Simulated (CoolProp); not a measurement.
Vapour-liquid equilibrium of propylene (1) + n-heptane (2) at 0.439 bar; x and y are mole fractions of (1).

Computed with CoolProp (multi-fluid Helmholtz-energy mixture model, Lemmon 2013 and Span 2003; pair parameters Bell 2016).

```
x     bubble temperature, mixture model (°C)  bubble temperature, Raoult's law (°C)  y, mixture model  y, Raoult's law
----  --------------------------------------  -------------------------------------  ----------------  ---------------
0.05                                    14.1                                   11.9             0.924            0.934
0.2                                    -35.1                                  -29.1             0.998            0.996
0.35                                   -49.5                                  -42.8             1.000            0.999
0.5                                    -55.8                                  -50.7             1.000            1.000
0.65                                   -59.1                                  -56.2             1.000            1.000
0.8                                    -61.3                                  -60.3             1.000            1.000
0.95                                   -63.6                                  -63.5             1.000            1.000
```

The largest gap from Raoult's law is -6.7 K in bubble temperature, at x = 0.35. No azeotrope shows between x = 0.05 and 0.95.

Pair parameters are fitted to limited data, so mixtures are less certain than the pure fluids. The gap from Raoult's law changes sign with composition, which may be real or a fault of the pair parameters; it wasn't checked against measurements.
